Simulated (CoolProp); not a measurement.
Properties of benzene along the isotherm 145.15 °C (Tc = 288.9 °C, pc = 49.06 bar, ω = 0.211).

Computed with CoolProp (reference Helmholtz-energy equation of state, Thol 2012).

```tsv
p (bar)	phase	cp (kJ/(kg K))	Joule-Thomson coefficient (K/MPa)	fugacity coefficient
5.66	liquid	2.148	-0.1612	0.8415
11.3	liquid	2.144	-0.1668	0.4288
17	liquid	2.140	-0.1723	0.2900
22.6	liquid	2.137	-0.1775	0.2219
28.3	liquid	2.133	-0.1826	(withheld)
34	liquid	2.130	-0.1875	0.1527
39.6	liquid	2.126	(withheld)	(withheld)
45.3	liquid	2.123	(withheld)	0.1186
50.9	liquid	2.120	-0.2011	0.1073
56.6	liquid	(withheld)	-0.2054	0.09820
62.3	liquid	2.114	-0.2095	0.09076
67.9	liquid	2.112	-0.2135	(withheld)
73.6	liquid	2.109	-0.2173	0.07947
```

Question: Complete the blanks.

Answer: 
- 28.3, fugacity coefficient: 0.1803
- 39.6, Joule-Thomson coefficient (K/MPa): -0.1922
- 39.6, fugacity coefficient: 0.1333
- 45.3, Joule-Thomson coefficient (K/MPa): -0.1968
- 56.6, cp (kJ/(kg K)): 2.117
- 67.9, fugacity coefficient: 0.08468
